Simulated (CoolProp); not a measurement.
Fluorine along the isobar 16800 kPa: fugacity coefficient from the reference equation and from simpler models built on Tc = 144.4 K, pc = 5240 kPa, ω = 0.045; each cubic takes its own stable root.

The numbers come from the reference Helmholtz-energy equation of state, de Reuck 1990 in CoolProp.

```json
[
 {"T (K)": "97.4", "phase": "liquid", "reference": "0.03247", "van der Waals": "0.09482", "Soave-Redlich-Kwong": "0.03307", "Peng-Robinson": "0.03126"},
 {"T (K)": "111.6", "phase": "liquid", "reference": "0.08244", "van der Waals": "0.1606", "Soave-Redlich-Kwong": "0.08441", "Peng-Robinson": "0.07883"},
 {"T (K)": "125.8", "phase": "liquid", "reference": "0.1616", "van der Waals": "0.2390", "Soave-Redlich-Kwong": "0.1660", "Peng-Robinson": "0.1542"},
 {"T (K)": "139.9", "phase": "liquid", "reference": "0.2641", "van der Waals": "0.3241", "Soave-Redlich-Kwong": "0.2714", "Peng-Robinson": "0.2519"},
 {"T (K)": "154.1", "phase": "supercritical", "reference": "0.3809", "van der Waals": "0.4118", "Soave-Redlich-Kwong": "0.3903", "Peng-Robinson": "0.3625"},
 {"T (K)": "168.3", "phase": "supercritical", "reference": "0.4975", "van der Waals": "0.4968", "Soave-Redlich-Kwong": "0.5072", "Peng-Robinson": "0.4719"},
 {"T (K)": "182.5", "phase": "supercritical", "reference": "0.6008", "van der Waals": "0.5752", "Soave-Redlich-Kwong": "?", "Peng-Robinson": "0.5691"},
 {"T (K)": "196.7", "phase": "supercritical", "reference": "0.6851", "van der Waals": "0.6442", "Soave-Redlich-Kwong": "0.6952", "Peng-Robinson": "0.6502"},
 {"T (K)": "210.9", "phase": "supercritical", "reference": "0.7518", "van der Waals": "0.7028", "Soave-Redlich-Kwong": "0.7632", "Peng-Robinson": "0.7164"},
 {"T (K)": "225.1", "phase": "supercritical", "reference": "0.8045", "van der Waals": "0.7517", "Soave-Redlich-Kwong": "0.8177", "Peng-Robinson": "0.7703"},
 {"T (K)": "239.3", "phase": "supercritical", "reference": "?", "van der Waals": "0.7923", "Soave-Redlich-Kwong": "0.8615", "Peng-Robinson": "0.8144"},
 {"T (K)": "253.5", "phase": "supercritical", "reference": "0.8796", "van der Waals": "0.8260", "Soave-Redlich-Kwong": "?", "Peng-Robinson": "?"},
 {"T (K)": "267.7", "phase": "supercritical", "reference": "0.9065", "van der Waals": "0.8542", "Soave-Redlich-Kwong": "0.9257", "Peng-Robinson": "0.8808"}
]
```

**Question.** Some entries are withheld; supply them.

**Answer.** 
- 182.5, Soave-Redlich-Kwong: 0.6103
- 239.3, reference: 0.8463
- 253.5, Soave-Redlich-Kwong: 0.8969
- 253.5, Peng-Robinson: 0.8508
